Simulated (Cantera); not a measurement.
Diamond growth

A diamond (100) surface in a fixed gas of H2 with x(CH4) = 0.023, x(H) = 0.0026, x(CH3) = 0.00032, at 1423 K; coverages are run to steady state.

Model: the Harris–Goodwin 1993 mechanism for the reconstructed diamond (100) surface, integrated in Cantera.

```
P (Pa)  growth (µm/h)  θ c6HH  θ c6H*  θ c6*H  θ c6**    θ c6HM
------  -------------  ------  ------  ------  ------  --------
650            0.0582   0.351  0.0606   0.537  0.0517   7.01e-6
1100            0.153   0.351  0.0605   0.536  0.0515   1.23e-5
1900            0.397   0.351  0.0605   0.536  0.0513   2.23e-5
3200            0.935   0.352  0.0605   0.536  0.0511   3.97e-5
5400             2.08   0.352  0.0605   0.536  0.0510   7.07e-5
9100             4.36   0.352  0.0605   0.535  0.0508  0.000125
15000            8.51   0.352  0.0605   0.535  0.0507  0.000212
26000            17.3   0.352  0.0605   0.535  0.0506  0.000375
```
θ: site fractions in the mechanism's names (c6HH fully hydrogenated, c6H* and c6*H radical sites, c6** diradical, c6HM methylated).
